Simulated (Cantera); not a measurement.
A closed system holds: 1 mol TiCl4, 0.63 mol C3H8, 1.2 mol H2.

Points: T (K) = 1148, 1223, 1298, 1373, 1448, 1523, 1598, 1673, 1748, 1823, 1898, 1973, 2048, 2123; P (Pa) = 10, 28, 77, 220, 600, 1700, 4600, 13000, 36000, 100000.

Cantera's Mixture.equilibrate('TP', solver="vcs", rtol=1e-11, max_steps=5000) on the NASA tables stopped like this:

```
ERROR: FAILURE its = 5001!

*******************************************************************************
CanteraError thrown by MultiPhase::equilibrate:
VCS solver failed. Return code: -1
*******************************************************************************
```

Question: What got this run through?

Answer: This is not unique; one that fits is The failure is numerical, not chemical. The same input converged with solver="gibbs", rtol=1e-10, max_steps=50000, and the result passed a check of the equilibrium conditions:
```
   1148         10  C(gr) + TiC(s)
   1223         10  C(gr) + TiC(s)
   1298         10  C(gr) + TiC(s)
   1373         10  C(gr) + TiC(s)
   1448         10  C(gr) + TiC(s)
   1523         10  C(gr) + TiC(s)
   1598         10  C(gr) + TiC(s)
   1673         10  C(gr) + TiC(s)
   1748         10  C(gr) + TiC(s)
   1823         10  C(gr) + TiC(s)
   1898         10  C(gr) + TiC(s)
   1973         10  C(gr) + TiC(s)
   2048         10  C(gr) + TiC(s)
   2123         10  C(gr) + TiC(s)
   1148         28  C(gr) + TiC(s)
   1223         28  C(gr) + TiC(s)
   1298         28  C(gr) + TiC(s)
   1373         28  C(gr) + TiC(s)
   1448         28  C(gr) + TiC(s)
   1523         28  C(gr) + TiC(s)
   1598         28  C(gr) + TiC(s)
   1673         28  C(gr) + TiC(s)
   1748         28  C(gr) + TiC(s)
   1823         28  C(gr) + TiC(s)
   1898         28  C(gr) + TiC(s)
   1973         28  C(gr) + TiC(s)
   2048         28  C(gr) + TiC(s)
   2123         28  C(gr) + TiC(s)
   1148         77  C(gr) + TiC(s)
   1223         77  C(gr) + TiC(s)
   1298         77  C(gr) + TiC(s)
   1373         77  C(gr) + TiC(s)
   1448         77  C(gr) + TiC(s)
   1523         77  C(gr) + TiC(s)
   1598         77  C(gr) + TiC(s)
   1673         77  C(gr) + TiC(s)
   1748         77  C(gr) + TiC(s)
   1823         77  C(gr) + TiC(s)
   1898         77  C(gr) + TiC(s)
   1973         77  C(gr) + TiC(s)
   2048         77  C(gr) + TiC(s)
   2123         77  C(gr) + TiC(s)
   1148        220  C(gr) + TiC(s)
   1223        220  C(gr) + TiC(s)
   1298        220  C(gr) + TiC(s)
   1373        220  C(gr) + TiC(s)
   1448        220  C(gr) + TiC(s)
   1523        220  C(gr) + TiC(s)
   1598        220  C(gr) + TiC(s)
   1673        220  C(gr) + TiC(s)
   1748        220  C(gr) + TiC(s)
   1823        220  C(gr) + TiC(s)
   1898        220  C(gr) + TiC(s)
   1973        220  C(gr) + TiC(s)
   2048        220  C(gr) + TiC(s)
   2123        220  C(gr) + TiC(s)
   1148        600  C(gr) + TiC(s)
   1223        600  C(gr) + TiC(s)
   1298        600  C(gr) + TiC(s)
   1373        600  C(gr) + TiC(s)
   1448        600  C(gr) + TiC(s)
   1523        600  C(gr) + TiC(s)
   1598        600  C(gr) + TiC(s)
   1673        600  C(gr) + TiC(s)
   1748        600  C(gr) + TiC(s)
   1823        600  C(gr) + TiC(s)
   1898        600  C(gr) + TiC(s)
   1973        600  C(gr) + TiC(s)
   2048        600  C(gr) + TiC(s)
   2123        600  C(gr) + TiC(s)
   1148       1700  C(gr) + TiC(s)
   1223       1700  C(gr) + TiC(s)
   1298       1700  C(gr) + TiC(s)
   1373       1700  C(gr) + TiC(s)
   1448       1700  C(gr) + TiC(s)
   1523       1700  C(gr) + TiC(s)
   1598       1700  C(gr) + TiC(s)
   1673       1700  C(gr) + TiC(s)
   1748       1700  C(gr) + TiC(s)
   1823       1700  C(gr) + TiC(s)
   1898       1700  C(gr) + TiC(s)
   1973       1700  C(gr) + TiC(s)
   2048       1700  C(gr) + TiC(s)
   2123       1700  C(gr) + TiC(s)
   1148       4600  C(gr) + TiC(s)
   1223       4600  C(gr) + TiC(s)
   1298       4600  C(gr) + TiC(s)
   1373       4600  C(gr) + TiC(s)
   1448       4600  C(gr) + TiC(s)
   1523       4600  C(gr) + TiC(s)
   1598       4600  C(gr) + TiC(s)
   1673       4600  C(gr) + TiC(s)
   1748       4600  C(gr) + TiC(s)
   1823       4600  C(gr) + TiC(s)
   1898       4600  C(gr) + TiC(s)
   1973       4600  C(gr) + TiC(s)
   2048       4600  C(gr) + TiC(s)
   2123       4600  C(gr) + TiC(s)
   1148    1.3e+04  C(gr) + TiC(s)
   1223    1.3e+04  C(gr) + TiC(s)
   1298    1.3e+04  C(gr) + TiC(s)
   1373    1.3e+04  C(gr) + TiC(s)
   1448    1.3e+04  C(gr) + TiC(s)
   1523    1.3e+04  C(gr) + TiC(s)
   1598    1.3e+04  C(gr) + TiC(s)
   1673    1.3e+04  C(gr) + TiC(s)
   1748    1.3e+04  C(gr) + TiC(s)
   1823    1.3e+04  C(gr) + TiC(s)
   1898    1.3e+04  C(gr) + TiC(s)
   1973    1.3e+04  C(gr) + TiC(s)
   2048    1.3e+04  C(gr) + TiC(s)
   2123    1.3e+04  C(gr) + TiC(s)
   1148    3.6e+04  C(gr) + TiC(s)
   1223    3.6e+04  C(gr) + TiC(s)
   1298    3.6e+04  C(gr) + TiC(s)
   1373    3.6e+04  C(gr) + TiC(s)
   1448    3.6e+04  C(gr) + TiC(s)
   1523    3.6e+04  C(gr) + TiC(s)
   1598    3.6e+04  C(gr) + TiC(s)
   1673    3.6e+04  C(gr) + TiC(s)
   1748    3.6e+04  C(gr) + TiC(s)
   1823    3.6e+04  C(gr) + TiC(s)
   1898    3.6e+04  C(gr) + TiC(s)
   1973    3.6e+04  C(gr) + TiC(s)
   2048    3.6e+04  C(gr) + TiC(s)
   2123    3.6e+04  C(gr) + TiC(s)
   1148      1e+05  C(gr) + TiC(s)
   1223      1e+05  C(gr) + TiC(s)
   1298      1e+05  C(gr) + TiC(s)
   1373      1e+05  C(gr) + TiC(s)
   1448      1e+05  C(gr) + TiC(s)
   1523      1e+05  C(gr) + TiC(s)
   1598      1e+05  C(gr) + TiC(s)
   1673      1e+05  C(gr) + TiC(s)
   1748      1e+05  C(gr) + TiC(s)
   1823      1e+05  C(gr) + TiC(s)
   1898      1e+05  C(gr) + TiC(s)
   1973      1e+05  C(gr) + TiC(s)
   2048      1e+05  C(gr) + TiC(s)
   2123      1e+05  C(gr) + TiC(s)
```

The gas is ideal and each condensed phase is pure. The tables' values for TiCl2 are old estimates. TiC: taken at fixed stoichiometry.
